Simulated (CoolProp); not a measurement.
Vapour-liquid equilibrium of R113 (1) + n-heptane (2) at 447.9 K; x and y are mole fractions of (1).

Computed with CoolProp (multi-fluid Helmholtz-energy mixture model, Marx 1992 and Span 2003; pair parameters Bell 2016).

```
x     bubble pressure, mixture model (MPa)  bubble pressure, Raoult's law (MPa)  y, mixture model  y, Raoult's law
----  ------------------------------------  -----------------------------------  ----------------  ---------------
0.05                                0.6848                               0.6818             0.121            0.137
0.15                                0.8148                               0.8061             0.309            0.347
0.25                                0.9433                               0.9305             0.449            0.501
0.35                                 1.069                                1.055             0.558            0.618
0.45                                 1.193                                1.179             0.647            0.711
0.55                                 1.315                                1.303             0.722            0.786
0.65                                 1.435                                1.428             0.789            0.848
0.75                                 1.555                                1.552             0.851            0.900
0.85                                 1.676                                1.676             0.911            0.945
0.95                                 1.800                                1.801             0.970            0.983
```

The largest gap from Raoult's law is +1.3 % in bubble pressure, at x = 0.35. No azeotrope shows between x = 0.05 and 0.95.

Pair parameters are fitted to limited data, so mixtures are less certain than the pure fluids.
